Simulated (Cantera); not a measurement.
## Stirred combustor or abatement burner

A perfectly stirred reactor is fed with CH4 : O2 : N2 = 1 : 1.18 : 4.42 (molar parts), equivalence ratio 1.7, at 750 Torr; it is adiabatic with a 448 K inlet, and is followed from long to short residence time, starting on the burning branch (τ in s: 0.3, 0.1, 0.034, 0.011, 0.0038, 0.0013, 0.00043, 0.00014, 4.9e-05).

Detailed kinetics in Cantera: GRI-Mech 3.0 (53 species, 325 reactions).

| τ (s) | T (K) | x CH4 | x O2 | x N2O | x CH2 | x CO2 |
|---|---|---|---|---|---|---|
| 0.30 | 1888 | 0.00269 | 0.000147 | 2.54e-9 | 5.00e-7 | 0.0335 |
| 0.10 | 1894 | 0.00395 | 0.000369 | 2.68e-9 | 1.15e-6 | 0.0343 |
| 0.034 | 1896 | 0.00526 | 0.000868 | 2.89e-9 | 2.55e-6 | 0.0347 |
| 0.011 | 1890 | 0.00673 | 0.00205 | 3.29e-9 | 5.55e-6 | 0.0344 |
| 0.0038 | 1867 | 0.00870 | 0.00470 | 3.98e-9 | 1.03e-5 | 0.0326 |
| 0.0013 | 1779 | 0.0149 | 0.0146 | 7.78e-9 | 1.25e-5 | 0.0265 |
| 0.00043 | 448 | 0.152 | 0.179 | <1e-12 | <1e-12 | <1e-12 |
| 0.00014 | 448 | 0.152 | 0.179 | <1e-12 | <1e-12 | <1e-12 |
| 4.9e-5 | 448 | 0.152 | 0.179 | <1e-12 | <1e-12 | <1e-12 |
x: mole fraction; the columns are a selection and need not sum to one.
